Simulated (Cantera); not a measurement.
An adiabatic, constant-volume homogeneous reactor starts with 8.20 % CH4, 19.3 % O2, 72.5 % N2, equivalence ratio 0.85, at 1298 K and 1.38 atm.

Detailed kinetics in Cantera: GRI-Mech 3.0 (53 species, 325 reactions).

Predict: time of steepest temperature rise; temperature at 0.600 s; equilibrium temperature; x(O2) at 0.600 s; x(O) at 0.600 s; x(N2O) at 0.600 s; x(CO) at 0.600 s.


```
Property                                                             Value
---------------------------------  ---------------------------------------
time of steepest temperature rise                                  8.09 ms
temperature at 0.600 s                                              2811 K
equilibrium temperature                                             2811 K
x(O2) at 0.600 s                     0.0326 (gas-phase equilibrium 0.0326)
x(O) at 0.600 s                    0.00584 (gas-phase equilibrium 0.00584)
x(N2O) at 0.600 s                  1.30e-6 (gas-phase equilibrium 1.30e-6)
x(CO) at 0.600 s                     0.0266 (gas-phase equilibrium 0.0266)
```
